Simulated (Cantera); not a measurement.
Catalytic combustion on Pt

An isothermal plug-flow reactor at 550 K and 1.01 bar (inlet), inlet velocity 2.1 m/s, active area per volume 140 1/m; feed H2 : O2 : N2 = 0.0064 : 0.022 : 0.79 (molar parts).

Cantera simulation using Deutschmann's 1995 Pt surface mechanism with GRI-Mech 3.0 gas chemistry; the numbers are that mechanism's predictions, not measurements. Catalytic surfaces can have several steady states; this one follows from the mechanism file's or the stated starting coverage. Mass transfer to the wall is taken as infinitely fast.

```csv
z (m),x H2,x O2,x H2O,θ free Pt,θ O*,θ OH*
0.00014,0.00698,0.0265,0.000842,0.410,0.567,0.0224
0.00023,0.00653,0.0262,0.00130,0.387,0.590,0.0226
0.00039,0.00584,0.0259,0.00199,0.351,0.626,0.0228
0.00065,0.00498,0.0255,0.00285,0.304,0.673,0.0229
0.0011,0.00395,0.0250,0.00389,0.246,0.731,0.0225
0.0018,0.00297,0.0245,0.00487,0.189,0.790,0.0214
0.003,0.00208,0.0241,0.00577,0.134,0.846,0.0195
0.005,0.00137,0.0237,0.00647,0.0901,0.893,0.0169
0.0084,0.000868,0.0235,0.00698,0.0575,0.928,0.0141
0.014,0.000538,0.0233,0.00731,0.0359,0.953,0.0114
```
x: gas mole fraction; θ: surface coverage.
